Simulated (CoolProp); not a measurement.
Values from CoolProp's reference Helmholtz-energy equation of state, Guder 2009.

### Question
Give the vapour pressure (MPa), vapour density (kg/m³), enthalpy of vaporisation (kJ/kg), surface tension (mN/m) of saturated sulfur hexafluoride at 248.7 K.

### Answer
```csv
T (K),p (MPa),vapour density (kg/m³),enthalpy of vaporisation (kJ/kg),surface tension (mN/m)
248.7,0.596,48.7,98.9,7.81
```

Surface tension comes from a separate correlation (Mulero 2012).
